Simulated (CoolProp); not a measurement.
The numbers come from the reference Helmholtz-energy equation of state, Smukala 2000 in CoolProp.

For ethylene, give the phase and the isothermal compressibility (1/MPa), expansivity (1/kK), fugacity coefficient at -21.35 °C and 19.6 MPa; 63.05 °C and 19.6 MPa.


- -21.35 °C and 19.6 MPa: liquid; isothermal compressibility 0.00443, expansivity 3.12, fugacity coefficient 0.160
- 63.05 °C and 19.6 MPa: supercritical; isothermal compressibility 0.0231, expansivity 5.98, fugacity coefficient 0.483
